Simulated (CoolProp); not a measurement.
Saturation properties of ammonia.

Computed with CoolProp (reference Helmholtz-energy equation of state, Gao 2020).

```tsv
T (K)	p (MPa)	vapour density (kg/m³)	liquid cp (kJ/(kg K))
314.4	1.609	12.45	4.949
316.9	…	13.33	4.980
319.4	1.842	14.27	5.014
321.8	1.963	15.22	5.049
324.3	2.094	16.26	5.087
326.8	2.233	17.37	5.127
329.2	2.372	…	5.168
331.7	2.523	19.73	5.214
334.2	2.682	21.04	5.263
336.6	2.841	…	5.314
339.1	3.015	23.84	5.371
341.6	3.196	25.39	5.431
344	3.378	26.97	5.494
346.5	3.575	28.72	5.566
349	3.781	30.57	5.643
```

Task: Some entries are withheld; supply them.

Result: 
- 316.9, p (MPa): 1.723
- 329.2, vapour density (kg/m³): 18.50
- 336.6, vapour density (kg/m³): 22.37

It boils at 239.8 K under 1 atm.
